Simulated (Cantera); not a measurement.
# Adiabatic ignition

An adiabatic, constant-pressure homogeneous reactor starts with CH₄ : O₂ : N₂ = 1 : 3.92 : 14.7 (molar parts), at 1775 K and 1.00 bar.

Model: GRI-Mech 3.0 (53 species, 325 reactions), integrated in Cantera.

| t (s) | T (K) | x CH₄ | x O₂ | x CH₃ | x NO | x OH | x CH₂O |
|---|---|---|---|---|---|---|---|
| 6.00e-6 | 1775 | 0.0509 | 0.200 | 2.97e-5 | 1.13e-12 | 9.87e-7 | 1.54e-6 |
| 1.90e-5 | 1775 | 0.0508 | 0.200 | 0.000118 | 6.26e-12 | 2.30e-6 | 2.03e-5 |
| 6.00e-5 | 1776 | 0.0497 | 0.199 | 0.000702 | 7.04e-11 | 1.58e-5 | 0.000369 |
| 0.000190 | 2404 | <1e-12 | 0.0943 | <1e-12 | 0.000114 | 0.0193 | 2.03e-11 |
| 0.000600 | 2597 | <1e-12 | 0.0945 | <1e-12 | 0.00124 | 0.0157 | 1.02e-11 |
| 0.00190 | 2602 | <1e-12 | 0.0930 | <1e-12 | 0.00451 | 0.0152 | 9.64e-12 |
| 0.00600 | 2594 | <1e-12 | 0.0898 | <1e-12 | 0.0112 | 0.0147 | 9.27e-12 |
| 0.0190 | 2587 | <1e-12 | 0.0875 | <1e-12 | 0.0162 | 0.0144 | 9.01e-12 |
| 0.0600 | 2587 | <1e-12 | 0.0873 | <1e-12 | 0.0166 | 0.0143 | 8.99e-12 |
| 0.190 | 2587 | <1e-12 | 0.0873 | <1e-12 | 0.0166 | 0.0143 | 8.99e-12 |
| 0.600 | 2587 | <1e-12 | 0.0873 | <1e-12 | 0.0166 | 0.0143 | 8.99e-12 |
x: mole fraction; the columns are a selection and need not sum to one.

The time of steepest temperature rise is 0.126 ms, the temperature at 0.600 s is 2587 K and the equilibrium temperature comes out as 2587 K. The x(CH₄) at 0.600 s is <1e-12 (gas-phase equilibrium <1e-12) and the x(O₂) at 0.600 s is 0.0873 (gas-phase equilibrium 0.0873). The x(CH₃) at 0.600 s comes out as <1e-12 (gas-phase equilibrium <1e-12).
